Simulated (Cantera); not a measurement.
# C₆H₆ + CO₂ (carbon deposition, reforming and gasification)

Charge: 1 mol C₆H₆, a varied amount of CO₂, held at 675 K and 14.0 Pa.

Equilibrium computed with Cantera from the NASA thermochemical tables; the gas is ideal and each condensed phase is pure. Candidate condensed phases: C, C₆H₆, C₇H₈, C₈H₁₈, H₂O; 110 gas species. Rates play no part.

| n(CO₂) (mol) | x H₂ | x CO | x CO₂ | x H₂O | n C(graphite) |
|---|---|---|---|---|---|
| 0.11 | 0.934 | 0.0528 | 0.00473 | 0.00698 | 5.92 |
| 0.16 | 0.909 | 0.0716 | 0.00871 | 0.00922 | 5.89 |
| 0.23 | 0.877 | 0.0946 | 0.0152 | 0.0117 | 5.86 |
| 0.34 | 0.832 | 0.125 | 0.0265 | 0.0147 | 5.80 |
| 0.49 | 0.780 | 0.159 | 0.0427 | 0.0175 | 5.73 |
| 0.72 | 0.713 | 0.199 | 0.0671 | 0.0201 | 5.63 |
| 1 | 0.647 | 0.236 | 0.0946 | 0.0216 | 5.52 |
| 1.5 | 0.556 | 0.284 | 0.137 | 0.0224 | 5.32 |
| 2.2 | 0.466 | 0.329 | 0.183 | 0.0217 | 5.06 |
| 3.3 | 0.372 | 0.372 | 0.236 | 0.0196 | 4.65 |
| 4.8 | 0.292 | 0.408 | 0.283 | 0.0169 | 4.10 |
x: gas mole fraction; n: condensed amount in mol.

From 0.11 mol CO₂ to 4.8 mol CO₂ the condensed part is C(graphite). The main C-bearing gas is CO throughout. The share of C in condensed phases is highest at 0.11 mol CO₂ (96.9 %) and lowest at 4.8 mol CO₂ (38.0 %).
